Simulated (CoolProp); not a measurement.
Properties of nitrogen at several states.

Model: reference Helmholtz-energy equation of state, Span 2000, in CoolProp.

```json
[
 {"T (K)": "146.4", "p (MPa)": "0.341", "phase": "gas", "cv (kJ/(kg K))": "___", "speed of sound (m/s)": "___", "Joule-Thomson coefficient (K/MPa)": "___", "Prandtl number": "___"},
 {"T (K)": "676.2", "p (MPa)": "0.0324", "phase": "gas", "cv (kJ/(kg K))": "___", "speed of sound (m/s)": "525.1", "Joule-Thomson coefficient (K/MPa)": "-0.1733", "Prandtl number": "___"},
 {"T (K)": "575.5", "p (MPa)": "7.95", "phase": "supercritical", "cv (kJ/(kg K))": "___", "speed of sound (m/s)": "508.3", "Joule-Thomson coefficient (K/MPa)": "-0.03690", "Prandtl number": "___"}
]
```

### Question
Fill in the missing entries.

### Answer

- 146.4, cv (kJ/(kg K)): 0.7497
- 146.4, speed of sound (m/s): 244.2
- 146.4, Joule-Thomson coefficient (K/MPa): 8.090
- 146.4, Prandtl number: 0.771
- 676.2, cv (kJ/(kg K)): 0.7954
- 676.2, Prandtl number: 0.715
- 575.5, cv (kJ/(kg K)): 0.7781
- 575.5, Prandtl number: 0.711

Viscosity comes from a separate model (Lemmon 2004). Thermal conductivity comes from a separate model (Lemmon 2004).
